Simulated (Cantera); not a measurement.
An adiabatic, constant-volume homogeneous reactor starts with H2 : O2 : N2 = 1 : 0.333 : 1.2 (molar parts), at 1600 K and 0.620 bar.

Model: the H2/O2 subset of GRI-Mech 3.0, which has no nitrogen chemistry, integrated in Cantera.

Question: Predict: time of steepest temperature rise; temperature at 0.100 s; equilibrium temperature; x(H2) at 0.100 s; x(O2) at 0.100 s; x(H2O2) at 0.100 s; x(O) at 0.100 s; x(H) at 0.100 s; x(HO2) at 0.100 s; x(OH) at 0.100 s.

Answer: 
```
Property                                                            Result
---------------------------------  ---------------------------------------
time of steepest temperature rise                                  15.4 µs
temperature at 0.100 s                                              2988 K
equilibrium temperature                                             2988 K
x(H2) at 0.100 s                       0.147 (gas-phase equilibrium 0.147)
x(O2) at 0.100 s                   0.00468 (gas-phase equilibrium 0.00468)
x(H2O2) at 0.100 s                 2.87e-7 (gas-phase equilibrium 2.87e-7)
x(O) at 0.100 s                    0.00725 (gas-phase equilibrium 0.00725)
x(H) at 0.100 s                      0.0570 (gas-phase equilibrium 0.0570)
x(HO2) at 0.100 s                  3.75e-6 (gas-phase equilibrium 3.75e-6)
x(OH) at 0.100 s                     0.0305 (gas-phase equilibrium 0.0305)
```
